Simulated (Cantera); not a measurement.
An adiabatic, constant-volume homogeneous reactor starts with CH4 : CO : O2 : N2 = 1 : 0.99 : 1.39 : 5.21 (molar parts), equivalence ratio 1.8, at 998 K and 79000 Pa. Integrator tolerance rtol = 1e-08.

Computed with Cantera and GRI-Mech 3.0 (53 species, 325 reactions). Below about 1000 K GRI-Mech 3.0 lacks low-temperature oxidation paths.

Problem. What does this change do: initial temperature 998 to 1198 K?

Solution. 
| quantity | before | after |
|---|---|---|
| temperature at 0.300 s | 998 K | 2737 K |
| equilibrium temperature | 2636 K | 2737 K |
| x(CH4) at 0.300 s | 0.116 (gas-phase equilibrium 4.78e-12) | 2.16e-12 (gas-phase equilibrium 2.49e-12) |
| x(CO) at 0.300 s | 0.115 (gas-phase equilibrium 0.166) | 0.167 (gas-phase equilibrium 0.167) |
| x(O2) at 0.300 s | 0.162 (gas-phase equilibrium 0.000206) | 0.000546 (gas-phase equilibrium 0.000546) |
| x(H) at 0.300 s | 1.03e-10 (gas-phase equilibrium 0.00798) | 0.0125 (gas-phase equilibrium 0.0125) |
| x(O) at 0.300 s | 6.72e-11 (gas-phase equilibrium 0.000264) | 0.000710 (gas-phase equilibrium 0.000710) |
| x(HCN) at 0.300 s | <1e-12 (gas-phase equilibrium 8.08e-8) | 7.02e-8 (gas-phase equilibrium 7.03e-8) |
| time of steepest temperature rise | not reached | 0.118 s |

Problem. What does this change do: initial temperature 998 to 1800 K?

Solution. 
| quantity | before | after |
|---|---|---|
| temperature at 0.300 s | 998 K | 2959 K |
| equilibrium temperature | 2636 K | 2959 K |
| x(CH4) at 0.300 s | 0.116 (gas-phase equilibrium 4.78e-12) | <1e-12 (gas-phase equilibrium <1e-12) |
| x(CO) at 0.300 s | 0.115 (gas-phase equilibrium 0.166) | 0.170 (gas-phase equilibrium 0.170) |
| x(O2) at 0.300 s | 0.162 (gas-phase equilibrium 0.000206) | 0.00298 (gas-phase equilibrium 0.00298) |
| x(H) at 0.300 s | 1.03e-10 (gas-phase equilibrium 0.00798) | 0.0308 (gas-phase equilibrium 0.0308) |
| x(O) at 0.300 s | 6.72e-11 (gas-phase equilibrium 0.000264) | 0.00449 (gas-phase equilibrium 0.00449) |
| x(HCN) at 0.300 s | <1e-12 (gas-phase equilibrium 8.08e-8) | 5.89e-8 (gas-phase equilibrium 5.89e-8) |
| time of steepest temperature rise | not reached | 0.150 ms |
